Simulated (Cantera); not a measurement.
Input: 1 mol Si3N4, 0.033 mol N2O, 260 mol H2, at 10000 Pa.

Method: chemical equilibrium by Gibbs-energy minimisation in Cantera with the NASA 1993 tables (ideal gas, pure condensed phases). Candidate condensed phases: H2O, Si, SiO2, Si2N2O, Si3N4; 35 gas species. Mutual solubility and eutectic melting of coexisting phases are not modelled. Gases not in the tables: Si2H6 and higher silanes. The numbers say what is thermodynamically allowed, not how fast it happens.

Question: Which condensed phases are stable at each of these points (T (°C)): 627, 727, 827, 927, 1027, 1127, 1227, 1327, 1427, 1527, 1627, 1727, 1827, 1927?

Answer: 
```json
[
 {"T (°C)": "627", "condensed phases": "Si2N2O(s) + Si3N4(s)", "Si condensed (%)": "100.0"},
 {"T (°C)": "727", "condensed phases": "Si2N2O(s) + Si3N4(s)", "Si condensed (%)": "100.0"},
 {"T (°C)": "827", "condensed phases": "Si2N2O(s) + Si3N4(s)", "Si condensed (%)": "100.0"},
 {"T (°C)": "927", "condensed phases": "Si2N2O(s) + Si3N4(s)", "Si condensed (%)": "100.0"},
 {"T (°C)": "1027", "condensed phases": "Si2N2O(s) + Si3N4(s)", "Si condensed (%)": "100.0"},
 {"T (°C)": "1127", "condensed phases": "Si2N2O(s) + Si3N4(s)", "Si condensed (%)": "100.0"},
 {"T (°C)": "1227", "condensed phases": "Si(s) + Si2N2O(s) + Si3N4(s)", "Si condensed (%)": "99.9"},
 {"T (°C)": "1327", "condensed phases": "Si(s) + Si2N2O(s) + Si3N4(s)", "Si condensed (%)": "99.2"},
 {"T (°C)": "1427", "condensed phases": "Si(l)", "Si condensed (%)": "98.7"},
 {"T (°C)": "1527", "condensed phases": "Si(l)", "Si condensed (%)": "98.2"},
 {"T (°C)": "1627", "condensed phases": "Si(l)", "Si condensed (%)": "96.9"},
 {"T (°C)": "1727", "condensed phases": "Si(l)", "Si condensed (%)": "93.1"},
 {"T (°C)": "1827", "condensed phases": "Si(l)", "Si condensed (%)": "83.0"},
 {"T (°C)": "1927", "condensed phases": "Si(l)", "Si condensed (%)": "57.4"}
]
```

From 627 °C to 1127 °C the condensed part is Si2N2O(s) + Si3N4(s). From 1227 °C to 1327 °C the condensed part is Si(s) + Si2N2O(s) + Si3N4(s). From 1427 °C to 1927 °C the condensed part is Si(l).
